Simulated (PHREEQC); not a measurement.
A solution holds 1.2 mol NaCl, 0.012 mol H3BO3 and 0.25 mol MgCl2 per kg of water, at 55 °C. Closed to the air; pH follows from the charge balance.

Equilibrium calculation in PHREEQC: Pitzer model, pitzer.dat.

| quantity | before | after |
|---|---|---|
| pH | 5.12 | 5.36 |
| B(OH)4- (mol/kgw) | 4.23e-6 | 4.58e-6 |

Problem. Name the change that produced these shifts.
(A) MgCl2 left out
(B) diluted 5-fold with water
(C) temperature from 55 to 20 °C
(D) NaCl replaced by HCl at the same molality
(E) temperature from 55 to 10 °C

Solution. A, MgCl2 left out

No solid was allowed to form. In brines, pH and single-ion activities rest on the MacInnes convention. At this temperature some constants are extrapolated from 25 °C, and those without enthalpy data are left unchanged.
